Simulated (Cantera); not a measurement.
A Cantera script and what it prints.

```python
import numpy as np
import cantera as ct

gas_names = """
    AL ALCL ALCL2 ALCL3 ALN AL2 AL2CL6 CL CL2 N N2
""".split()
cond_names = """
    AL(cr) AL(L) ALCL3(s) ALCL3(L) ALN(s)
""".split()


def load(file, names, dense=False):
    # The tables refer to 1 bar. Condensed volumes are neglected.
    table = {s.name: s for s in ct.Species.list_from_file(file)}
    out = []
    for n in names:
        d = dict(table[n].input_data)
        d["thermo"] = dict(d["thermo"], **{"reference-pressure": 1e5})
        if dense:
            d["equation-of-state"] = {"model": "constant-volume", "density": "1e6 g/cm^3"}
        out.append(ct.Species.from_dict(d))
    return out


gas = ct.Solution(thermo="ideal-gas", species=load("nasa_gas.yaml", gas_names))
cond = {s.name: ct.Solution(thermo="fixed-stoichiometry", species=[s], name=s.name)
        for s in load("nasa_condensed.yaml", cond_names, dense=True)}
atoms = {
    'AlCl3': {'AL': 1, 'CL': 3},
    'N2': {'N': 2},
}
top_T = {'ALN(s)': 2750}  # K; cautious upper limits of use, not melting points


def equilibrate(T, P, feed):
    n = {}
    for name, mol in feed.items():
        for a, k in atoms[name].items():
            n[a] = n.get(a, 0.0) + k * mol
    gas.TPX = T, P, n
    mass = sum(n.values()) * gas.mean_molecular_weight
    gas.equilibrate("TP")
    valid = [c for c in cond.values() if c.min_temp <= T <= top_T.get(c.name, c.max_temp)]
    mix = ct.Mixture([(gas, mass / gas.mean_molecular_weight)] + [(c, 0.0) for c in valid])
    mix.T, mix.P = T, P
    mix.equilibrate("TP", solver="vcs", rtol=1e-11, max_steps=5000)
    return mix


results = []
feed = {'AlCl3': 1, 'N2': 2.6}  # mol
T = 1523  # K
P = 10  # Pa
mix = equilibrate(T, P, feed)
results.append((T, P, feed, dict(zip(mix.species_names, mix.species_moles))))
x = sorted(zip(gas.X, gas.species_names), reverse=True)
print(f"T = {T:g} K  P = {P:g} Pa  gas = {mix.phase_moles(0):.4g} mol")
print("   x: " + "  ".join(f"{s} {v:.3e}" for v, s in x if v > 1e-06))
print("   condensed (mol): " + ("  ".join(f"{mix.phase(i).name} {mix.phase_moles(i):.4g}"
      for i in range(1, mix.n_phases) if mix.phase_moles(i) > 1e-12) or "none"))
```

Output:

```
T = 1523 K  P = 10 Pa  gas = 3.652 mol
   x: N2 7.119e-01  ALCL3 2.620e-01  CL 1.422e-02  ALCL2 9.407e-03  ALCL 2.412e-03  CL2 4.369e-06
   condensed (mol): none
```

Method: chemical equilibrium by Gibbs-energy minimisation in Cantera with the NASA 1993 tables (ideal gas, pure condensed phases). The tables' values for AlCl2 are old estimates; treat these amounts as uncertain.
